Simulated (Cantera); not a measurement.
Gas mixture: 34.5 % C2H4, 17.3 % CO2, 48.2 % C3H8, at 1.00 bar, frozen composition.

Cantera's kinetic-theory transport with the Lennard-Jones parameters of GRI-Mech 3.0, ideal gas; thermal conductivity in the multicomponent form. The composition is frozen, though it would react at the higher temperatures.

One state of this run: ρ (kg/m³) = 0.515; cp (J/kg/K) = 3101; μ (µPa s) = 25.2; λ (mW/m/K) = 100.0; Pr = 0.780; D (cm²/s) C2H2 = 0.793; D (cm²/s) O = 1.45; D (cm²/s) H = 5.66. D: mixture-averaged diffusion coefficient of that species in the mixture.

### Question
Which value of T (K) does it belong to?
A) 900
B) 650
C) 1400
D) 1650

### Answer
A, 900
